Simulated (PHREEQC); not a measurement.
Consider water at 25 °C with 0.14 mol/kgw LiCl, 0.0067 mol/kgw NH4HF2 and 0.22 mol/kgw KI. Closed to the air; pH follows from the charge balance.

All values are PHREEQC results (ion-association model, wateq4f.dat), not measurements.

Each row changes one thing in this solution. This is a speciation only: nothing precipitates in the calculation.

```
case                                           pH  F- (mol/kgw)  HF (mol/kgw)  HF2- (mol/kgw)  H2F2 (mol/kgw)  NH3 (mol/kgw)
-------------------------------------------  ----  ------------  ------------  --------------  --------------  -------------
as made                                      3.11       0.00754       0.00536        0.000169         8.14e-5        3.56e-9
diluted 2-fold with water                       …       0.00406       0.00252         4.10e-5         1.73e-5        2.37e-9
LiCl replaced by BaCl2 at the same molality  3.06       0.00766       0.00522        0.000178         8.24e-5        3.30e-9
temperature from 25 to 50 °C                    …       0.00723       0.00571        0.000195         3.60e-5        2.52e-8
0.0052 mol/kgw MnCl2 added                      …       0.00750       0.00534        0.000168         8.13e-5        3.52e-9
```

Q: Complete the blanks.

A: 
- diluted 2-fold with water, pH: 3.22
- temperature from 25 to 50 °C, pH: 3.26
- 0.0052 mol/kgw MnCl2 added, pH: 3.10

Species that the database lacks are ignored. Constants without temperature data keep their 25 °C values here.
